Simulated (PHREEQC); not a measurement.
Solution (20 °C and 300 atm): 0.0018 mol/kgw NH3 and 0.0056 mol/kgw H3BO3. Closed to the air; pH follows from the charge balance.

Computed with PHREEQC (ion-association model, phreeqc.dat).

Each row changes one thing in this solution. No solid was allowed to form.

```tsv
case	pH	ionic strength (mol/kgw)	H3BO3 (mol/kgw)	NH4+ (mol/kgw)	H2BO3- (mol/kgw)	NH3 (mol/kgw)
as made	8.64	0.00156	0.00404	0.00156	0.00156	0.000240
diluted 10-fold with water	8.64	0.000156	0.000408	0.000156	0.000152	2.45e-5
temperature from 20 to 25 °C	8.58	0.00151	0.00410	0.00151	0.00150	0.000291
temperature from 20 to 85 °C	7.86	0.000809	0.00482	0.000809	0.000779	0.000991
diluted 5-fold with water	8.64	0.000311	0.000813	0.000311	0.000307	4.92e-5
```

Species that the database lacks are ignored. Under pressure, the constants of complexes without a molar volume in the database are unreliable. At this temperature some constants are extrapolated from 25 °C, and those without enthalpy data are left unchanged.
